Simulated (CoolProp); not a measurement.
Saturation properties of C2F6 (R116) (Tc = 293.0 K, pc = 3048 kPa, ω = 0.257).

Computed with CoolProp (reference Helmholtz-energy equation of state, Lemmon 2006). It is a short technical equation, of lower accuracy than the large ones.

| T (K) | p (kPa) | liquid density (kg/m³) | vapour density (kg/m³) | vapour viscosity (µPa s) | liquid conductivity (mW/(m K)) |
|---|---|---|---|---|---|
| 217.5 | 294.0 | 1500 | 24.81 | 10.1 | 67.2 |
| 223.7 | 378.4 | 1469 | 31.69 | 10.4 | 64.8 |
| 229.9 | 479.7 | 1436 | 40.03 | 10.7 | 62.3 |
| 236 | 598.0 | 1402 | 49.92 | 11.0 | 59.9 |
| 242.2 | 739.1 | 1366 | 62.02 | 11.3 | 57.4 |
| 248.4 | 903.7 | 1327 | 76.61 | 11.7 | 54.9 |
| 254.6 | 1094 | 1286 | 94.32 | 12.1 | 52.4 |
| 260.8 | 1312 | 1241 | 116.0 | 12.7 | 49.8 |
| 266.9 | 1558 | 1191 | 142.4 | 13.3 | 47.1 |
| 273.1 | 1842 | 1135 | 176.7 | 14.2 | 44.4 |
| 279.3 | 2164 | 1067 | 222.7 | 15.6 | 41.5 |

It boils at 195.1 K under 1 atm.

Viscosity comes from a separate model (Huber 2003), an estimate that may be off by 10 % or more. Thermal conductivity comes from a separate model (Huber 2003), an estimate that may be off by 10 % or more.
